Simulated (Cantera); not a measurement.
An adiabatic, constant-volume homogeneous reactor starts with H2 : O2 : N2 = 1 : 0.725 : 2.72 (molar parts), at 1150 K and 0.420 bar. Integrator tolerance rtol = 1e-08.

Cantera simulation using GRI-Mech 3.0 (53 species, 325 reactions); the numbers are that mechanism's predictions, not measurements.

Q: What does this change do: 0.15 parts H2O added?

A: 
| quantity | before | after |
|---|---|---|
| time of steepest temperature rise | 0.136 ms | 0.143 ms |
| temperature at 2.00 s | 2692 K | 2647 K |
| equilibrium temperature | 2692 K | 2647 K |
| x(H2) at 2.00 s | 0.0149 (gas-phase equilibrium 0.0149) | 0.0142 (gas-phase equilibrium 0.0142) |
| x(O2) at 2.00 s | 0.0474 (gas-phase equilibrium 0.0474) | 0.0466 (gas-phase equilibrium 0.0466) |
| x(NO2) at 2.00 s | 4.56e-6 (gas-phase equilibrium 4.56e-6) | 4.25e-6 (gas-phase equilibrium 4.25e-6) |
| x(NO) at 2.00 s | 0.0138 (gas-phase equilibrium 0.0138) | 0.0125 (gas-phase equilibrium 0.0125) |
| x(H) at 2.00 s | 0.00718 (gas-phase equilibrium 0.00718) | 0.00593 (gas-phase equilibrium 0.00593) |
| x(O) at 2.00 s | 0.00810 (gas-phase equilibrium 0.00810) | 0.00665 (gas-phase equilibrium 0.00665) |
